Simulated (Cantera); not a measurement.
A closed system holds: 1 mol V₂O₅, 1.2 mol H₂, 0.31 mol H₂O, held at 3.70 mbar.

Method: chemical equilibrium by Gibbs-energy minimisation in Cantera with the NASA 1993 tables (ideal gas, pure condensed phases). Candidate condensed phases: H₂O, V, VO, V₂O₃, V₂O₄, V₂O₅; 12 gas species. The numbers say what is thermodynamically allowed, not how fast it happens.

Q: At 2273 K, list the 5 most abundant gas species with their mole fractions, and the condensed phases.

A: VO₂ 0.539, H₂O 0.299, H₂ 0.0779, H 0.0386, OH 0.0230. Condensed: gas only.
